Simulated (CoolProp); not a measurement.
Vapour-liquid equilibrium of propylene (1) + dimethyl ether (2) at 306.3 K; x and y are mole fractions of (1).

Model: multi-fluid Helmholtz-energy mixture model, Lemmon 2013 and Wu 2011; pair parameters Bell 2016, in CoolProp.

```csv
x,bubble pressure (bar),y at the bubble point,dew pressure at overall composition x (bar),liquid density (mol/L)
0.05,7.841,0.093,7.639,13.94
0.2,9.054,0.318,8.383,13.55
0.35,10.17,0.489,9.250,13.18
0.5,11.19,0.626,10.25,12.81
0.65,12.13,0.746,11.38,12.45
0.8,13.01,0.855,12.57,12.11
0.95,13.81,0.963,13.72,11.79
```

No azeotrope shows between x = 0.05 and 0.95.

The pair parameters rest on a limited set of measurements; away from them the model extrapolates.
